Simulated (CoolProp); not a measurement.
Values from CoolProp's reference Helmholtz-energy equation of state, Span 1996.

For carbon dioxide, give the phase and the cv (kJ/(kg K)), isothermal compressibility (1/MPa), Prandtl number at 450.8 K and 6920 kPa.


- 450.8 K and 6920 kPa: gas; cv 0.822, isothermal compressibility 0.156, Prandtl number 0.810

Viscosity comes from a separate model (Laesecke 2017). Thermal conductivity comes from a separate model (Huber 2016).
